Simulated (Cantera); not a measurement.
A Cantera script and what it prints.

```python
import numpy as np
import cantera as ct

gas_names = """
    CL CL2 H HCL H2 N NH NH2 NH3 N2 N2H2 N2H4 Si SiCL SiCL2 SiCL3 SiCL4 SiH SiHCL3 SiH2 SiH2CL2 SiH3
    SiH3CL SiH4 SiN Si2 Si2N Si3
""".split()
cond_names = """
    NH4CL(a) NH4CL(b) Si(cr) Si(L) Si3N4(a)
""".split()


def load(file, names, dense=False):
    # The tables refer to 1 bar. Condensed volumes are neglected.
    table = {s.name: s for s in ct.Species.list_from_file(file)}
    out = []
    for n in names:
        d = dict(table[n].input_data)
        d["thermo"] = dict(d["thermo"], **{"reference-pressure": 1e5})
        if dense:
            d["equation-of-state"] = {"model": "constant-volume", "density": "1e6 g/cm^3"}
        out.append(ct.Species.from_dict(d))
    return out


gas = ct.Solution(thermo="ideal-gas", species=load("nasa_gas.yaml", gas_names))
cond = {s.name: ct.Solution(thermo="fixed-stoichiometry", species=[s], name=s.name)
        for s in load("nasa_condensed.yaml", cond_names, dense=True)}
atoms = {
    'Si3H8': {'Si': 3, 'H': 8},
    'HCl': {'H': 1, 'CL': 1},
    'N2': {'N': 2},
}
top_T = {'Si3N4(a)': 2400}  # K; cautious upper limits of use, not melting points


def equilibrate(T, P, feed):
    n = {}
    for name, mol in feed.items():
        for a, k in atoms[name].items():
            n[a] = n.get(a, 0.0) + k * mol
    gas.TPX = T, P, n
    mass = sum(n.values()) * gas.mean_molecular_weight
    gas.equilibrate("TP")
    valid = [c for c in cond.values() if c.min_temp <= T <= top_T.get(c.name, c.max_temp)]
    mix = ct.Mixture([(gas, mass / gas.mean_molecular_weight)] + [(c, 0.0) for c in valid])
    mix.T, mix.P = T, P
    mix.equilibrate("TP", solver="vcs", rtol=1e-11, max_steps=5000)
    return mix


results = []
feed = {'Si3H8': 1, 'HCl': 4.4, 'N2': 6.4}  # mol
T = 1100  # K
P = 100000  # Pa
mix = equilibrate(T, P, feed)
results.append((T, P, feed, dict(zip(mix.species_names, mix.species_moles))))
print(gas.report(threshold=0.0001))
for i in range(1, mix.n_phases):
    print(f"{mix.phase(i).name:16s} {mix.phase_moles(i):12.5e} mol")
```

Output:

```
       temperature   1100 K
          pressure   1e+05 Pa
           density   0.26032 kg/m^3
  mean mol. weight   23.809 kg/kmol
   phase of matter   gas

                          1 kg             1 kmol
                     ---------------   ---------------
          enthalpy       -5.0665e+05       -1.2063e+07  J
   internal energy       -8.9079e+05       -2.1208e+07  J
           entropy            9324.7        2.2201e+05  J/K
    Gibbs function       -1.0764e+07       -2.5627e+08  J
 heat capacity c_p            1402.1             33381  J/K
 heat capacity c_v            1052.9             25067  J/K

                      mass frac. Y      mole frac. X     chem. pot. / RT
                     ---------------   ---------------   ---------------
               HCL           0.41578           0.27152           -35.921
                H2          0.029755           0.35141           -18.794
                N2           0.42163           0.35834            -26.14
             SiCL4           0.13062          0.018306           -123.12
            SiHCL3         0.0019879        0.00034944           -105.99
     [  +23 minor]        0.00022121         7.422e-05

Si(cr)            0.00000e+00 mol
Si3N4(a)          9.20751e-01 mol
```

These are equilibrium values from Cantera (NASA tables, ideal gas, pure condensed phases), not measurements of a reactor. The feed counts by its element totals alone. N2 is the only nitrogen source here; it is nearly inert below about 1500 K, so the nitride shown seldom forms there in practice. The tables' values for SiCl3 are old estimates; treat these amounts as uncertain.
